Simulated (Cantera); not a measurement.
An adiabatic, constant-volume homogeneous reactor starts with CH4 : O2 : N2 = 1 : 1.05 : 3.96 (molar parts), at 1075 K and 3.65 atm. Integrator tolerance rtol = 1e-08.

Computed with Cantera and GRI-Mech 3.0 (53 species, 325 reactions).

```csv
quantity,before,after
time of steepest temperature rise,0.108 s,55.8 µs
temperature at 8.00 s,2553 K,2998 K
equilibrium temperature,2553 K,2998 K
x(CH4) at 8.00 s,7.59e-10 (gas-phase equilibrium 8.53e-10),8.52e-11 (gas-phase equilibrium 9.61e-11)
x(O2) at 8.00 s,5.20e-6 (gas-phase equilibrium 5.20e-6),0.000239 (gas-phase equilibrium 0.000239)
x(H2) at 8.00 s,0.146 (gas-phase equilibrium 0.146),0.138 (gas-phase equilibrium 0.138)
x(C2H) at 8.00 s,<1e-12 (gas-phase equilibrium <1e-12),<1e-12 (gas-phase equilibrium <1e-12)
x(H) at 8.00 s,0.00381 (gas-phase equilibrium 0.00381),0.0215 (gas-phase equilibrium 0.0215)
x(HCN) at 8.00 s,8.07e-7 (gas-phase equilibrium 8.07e-7),5.69e-7 (gas-phase equilibrium 5.69e-7)
x(H2O2) at 8.00 s,7.93e-9 (gas-phase equilibrium 7.93e-9),9.52e-8 (gas-phase equilibrium 9.52e-8)
```

Problem. Which change was made?
A) initial temperature 1075 to 1223 K
B) CH4 1 to 1.7 parts
C) initial temperature 1075 to 1750 K
D) N2 3.96 to 6.4 parts

Solution. C, initial temperature 1075 to 1750 K
